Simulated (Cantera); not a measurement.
Source: NASA polynomial tables (part measured, part estimated), evaluated in Cantera. Values are per mole of reaction as written; species without (g) are pure solids or liquids, kept so even where they would boil at 1 bar.

Zr + 2 NO(g) ⇌ ZrO2(g) + N2(g), with ΔH° = -468.7 kJ and ΔS° = 4.9 J/K at 300 K.

Task: How far is the shortcut ΔG° ≈ ΔH°(300 K) − T·ΔS°(300 K) from the full temperature-dependent value at 1875, 1950, 2025, 2100, 2175, 2250, 2325 K?

Result: 
```tsv
T (K)	shortcut (kJ)	full (kJ)	difference (kJ)	difference in log10 K	condensed phases
1875	-478.0	-461.0	-17.0	0.47	Zr(β)
1950	-478.4	-459.9	-18.4	0.49	Zr(β)
2025	-478.7	-458.9	-19.9	0.51	Zr(β)
2100	-479.1	-457.7	-21.4	0.53	Zr(β)
2175	-479.5	-456.1	-23.4	0.56	Zr(l)
2250	-479.8	-454.1	-25.7	0.60	Zr(l)
2325	-480.2	-452.1	-28.1	0.63	Zr(l)
```
The shortcut ignores heat capacities and the phase changes listed.
